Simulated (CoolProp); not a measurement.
A closed Brayton cycle with carbon dioxide: compressor inlet 317.15 K and 8.5 MPa, high pressure 26.4 MPa, turbine inlet 870 K, compressor efficiency 0.85, turbine efficiency 0.93, recuperator effectiveness 0 (on enthalpy, no pinch check). Each further row changes one setting.

Computed with CoolProp (reference Helmholtz-energy equation of state, Span 1996).

```
case                           thermal efficiency (%)  net work (kJ/kg)  compressor to turbine work  compressor exit (K)  turbine exit (K)
-----------------------------  ----------------------  ----------------  --------------------------  -------------------  ----------------
as stated                                        17.4               111                        0.31                399.4             726.3
turbine inlet 820 K                              17.5               100                        0.34                399.4             681.5
compressor inlet 327.15 K                        16.9               100                        0.38                422.6             726.3
high pressure 22.4 MPa                           15.2              98.3                        0.30                387.2             746.5
recuperator effectiveness 0.5                    24.8               111                        0.31                399.4             726.3
```
